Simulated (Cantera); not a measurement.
Low-pressure radical oxidation in H2/O2

An isothermal, constant-pressure homogeneous reactor starts with 3.19 % H₂, 96.8 % O₂, equivalence ratio 0.017, at 1423 K and 20.0 Torr.

Detailed kinetics in Cantera: the H2/O2 subset of GRI-Mech 3.0, which has no nitrogen chemistry. Radical loss at walls, strong at low pressure, is not modelled.

| t (s) | x H₂ | x O₂ | x OH | x H | x H₂O₂ |
|---|---|---|---|---|---|
| 5.00e-5 | 0.0319 | 0.968 | 9.55e-8 | 4.31e-8 | 6.53e-11 |
| 0.000155 | 0.0319 | 0.968 | 1.05e-6 | 3.34e-7 | 5.80e-10 |
| 0.000478 | 0.0312 | 0.967 | 0.000355 | 0.000110 | 5.06e-9 |
| 0.00148 | 0.000378 | 0.940 | 0.00419 | 0.00243 | 6.04e-8 |
| 0.00457 | 0.000334 | 0.942 | 0.00398 | 0.00212 | 5.82e-8 |
| 0.0141 | 0.000265 | 0.948 | 0.00355 | 0.00146 | 5.46e-8 |
| 0.0437 | 0.000143 | 0.957 | 0.00262 | 0.000557 | 4.43e-8 |
| 0.135 | 4.08e-5 | 0.964 | 0.00141 | 8.28e-5 | 2.57e-8 |
| 0.418 | 7.06e-6 | 0.967 | 0.000587 | 5.90e-6 | 9.89e-9 |
| 1.29 | 1.13e-6 | 0.967 | 0.000236 | 3.79e-7 | 2.95e-9 |
| 4.00 | 2.44e-7 | 0.967 | 0.000109 | 3.78e-8 | 9.85e-10 |
x: mole fraction; the columns are a selection and need not sum to one.

Equilibrium at this temperature and pressure: H₂ 1.30e-7, O₂ 0.967, OH 7.99e-5, H 1.48e-8, H₂O₂ 6.77e-10 (gas phase only).
